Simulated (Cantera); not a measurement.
A closed system holds: 1 mol B2H6, 6.7 mol O2, 1.9 mol H2, equilibrated at 1623.15 K and 0.0133 bar.

Method: chemical equilibrium by Gibbs-energy minimisation in Cantera with the NASA 1993 tables (ideal gas, pure condensed phases). Candidate condensed phases: B, B2O3, B3O3H3, H2O; 23 gas species. The feed counts by its element totals alone. Gases not in the tables: H3BO3. The numbers say what is thermodynamically allowed, not how fast it happens.

Base state: H2O 0.456, O2 0.317, HBO2 0.219, B2O3 0.00534, OH 0.00147, BO2 0.000866, O 9.29e-5, H2 6.08e-5 (mole fractions); condensed: gas only.

### Question
What changes in the equilibrium state with this change: B2H6 replaced by B2O3?

### Answer
```json
[
 {"species": "O2", "before": "0.317", "after": "0.664"},
 {"species": "HBO2", "before": "0.219", "after": "0.197"},
 {"species": "H2O", "before": "0.456", "after": "0.121"},
 {"species": "B2O3", "before": "0.00534", "after": "0.0162"},
 {"species": "H2", "before": "6.08e-5", "after": "1.11e-5"},
 {"species": "BO2", "before": "0.000866", "after": "0.00181"},
 {"species": "OH", "before": "0.00147", "after": "0.000908"},
 {"species": "O", "before": "9.29e-5", "after": "0.000134"},
 {"species": "(HBO2)3", "before": "2.25e-5", "after": "1.62e-5"}
]
```

### Question
What changes in the equilibrium state with this change: temperature from 1623.15 K to 1298 K?

### Answer
| species | before | after |
|---|---|---|
| H2O | 0.456 | 0.623 |
| O2 | 0.317 | 0.356 |
| HBO2 | 0.219 | 0.0205 |
| B2O3 | 0.00534 | 1.32e-5 |
| BO2 | 0.000866 | 3.57e-6 |
| B2O3(l), mol | 0 | 0.915 |

### Question
What changes in the equilibrium state with this change: B2H6 replaced by BF3?

### Answer
| species | before | after |
|---|---|---|
| O2 | 0.317 | 0.596 |
| HF | 0 | 0.217 |
| BOF | 0 | 0.0897 |
| H2O | 0.456 | 0.0821 |
| HBO2 | 0.219 | 0.0122 |
| BF3 | 0 | 0.00150 |
| BOF2 | 0 | 2.11e-5 |
